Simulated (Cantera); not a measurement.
Charge: 1 mol PbO, 1.2 mol CO, 0.77 mol H2, held at 873.15 K and 0.133 bar.

Method: chemical equilibrium by Gibbs-energy minimisation in Cantera with the NASA 1993 tables (ideal gas, pure condensed phases). Equilibrium is a limit: real reactors are often held back by kinetics, nucleation or transport.

```
species       before   after
----------  --------  ------
H2             0.248   0.855
H2O            0.142  0.0684
CO             0.242  0.0502
CO2            0.368  0.0107
CH4         0.000880  0.0155
Pb(l), mol     1.000   1.000
```
Gas species are given as mole fractions.

Task: Which change was made?
A) H2 from 0.77 to 15 mol
B) temperature from 873.15 K to 1573 K
C) CO from 1.2 to 0.091 mol
D) temperature from 873.15 K to 848 K

Result: A, H2 from 0.77 to 15 mol
